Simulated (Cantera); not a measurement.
Feed: 1 mol Zr, 0.28 mol O2, 1.2 mol N2, at 2248.15 K and 0.130 bar.

Method: chemical equilibrium by Gibbs-energy minimisation in Cantera with the NASA 1993 tables (ideal gas, pure condensed phases). Candidate condensed phases: Zr, ZrN, ZrO2; 13 gas species. Mutual solubility and eutectic melting of coexisting phases are not modelled. ZrN: taken at fixed stoichiometry. Condensed phases not in the tables: solid solutions among these carbides, nitrides and lower oxides. Rates play no part.

What is the equilibrium state?


* **x(N2)**: 1.000
* **n(ZrN(s))**: 0.720 mol
* **n(ZrO2(tetragonal))**: 0.280 mol
* **gas amount**: 0.8400 mol
* **log10 activity of Zr(l) (absent)**: -3.26
